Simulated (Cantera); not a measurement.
Source: NASA polynomial tables (part measured, part estimated), evaluated in Cantera. Values are per mole of reaction as written; species without (g) are pure solids or liquids, kept so even where they would boil at 1 bar.

2 Ba + 2 OH(g) = H₂(g) + 2 BaO

```json
[
 {"T (K)": "300", "ΔH° (kJ)": "-1174.9", "ΔS° (J/K)": "-217.3", "ΔG° (kJ)": "-1109.7", "log10 K": "193.22", "condensed phases": "Ba(s), BaO(s)"},
 {"T (K)": "1573", "ΔH° (kJ)": "___", "ΔS° (J/K)": "___", "ΔG° (kJ)": "___", "log10 K": "___", "condensed phases": "Ba(l), BaO(s)"},
 {"T (K)": "1598", "ΔH° (kJ)": "-1181.1", "ΔS° (J/K)": "-219.6", "ΔG° (kJ)": "-830.2", "log10 K": "27.14", "condensed phases": "Ba(l), BaO(s)"},
 {"T (K)": "1623", "ΔH° (kJ)": "___", "ΔS° (J/K)": "___", "ΔG° (kJ)": "___", "log10 K": "___", "condensed phases": "Ba(l), BaO(s)"},
 {"T (K)": "1648", "ΔH° (kJ)": "-1180.6", "ΔS° (J/K)": "-219.3", "ΔG° (kJ)": "-819.3", "log10 K": "25.97", "condensed phases": "Ba(l), BaO(s)"},
 {"T (K)": "1673", "ΔH° (kJ)": "-1180.4", "ΔS° (J/K)": "-219.1", "ΔG° (kJ)": "-813.8", "log10 K": "25.41", "condensed phases": "Ba(l), BaO(s)"},
 {"T (K)": "1698", "ΔH° (kJ)": "-1180.1", "ΔS° (J/K)": "-219.0", "ΔG° (kJ)": "-808.3", "log10 K": "24.86", "condensed phases": "Ba(l), BaO(s)"},
 {"T (K)": "1723", "ΔH° (kJ)": "___", "ΔS° (J/K)": "___", "ΔG° (kJ)": "___", "log10 K": "___", "condensed phases": "Ba(l), BaO(s)"},
 {"T (K)": "1748", "ΔH° (kJ)": "-1179.6", "ΔS° (J/K)": "-218.7", "ΔG° (kJ)": "-797.4", "log10 K": "23.83", "condensed phases": "Ba(l), BaO(s)"},
 {"T (K)": "1773", "ΔH° (kJ)": "___", "ΔS° (J/K)": "___", "ΔG° (kJ)": "___", "log10 K": "___", "condensed phases": "Ba(l), BaO(s)"}
]
```

Q: Fill in the missing entries.

A: 
- 1573, ΔH° (kJ): -1181.3
- 1573, ΔS° (J/K): -219.7
- 1573, ΔG° (kJ): -835.7
- 1573, log10 K: 27.75
- 1623, ΔH° (kJ): -1180.8
- 1623, ΔS° (J/K): -219.4
- 1623, ΔG° (kJ): -824.7
- 1623, log10 K: 26.54
- 1723, ΔH° (kJ): -1179.8
- 1723, ΔS° (J/K): -218.8
- 1723, ΔG° (kJ): -802.8
- 1723, log10 K: 24.34
- 1773, ΔH° (kJ): -1179.3
- 1773, ΔS° (J/K): -218.5
- 1773, ΔG° (kJ): -791.9
- 1773, log10 K: 23.33
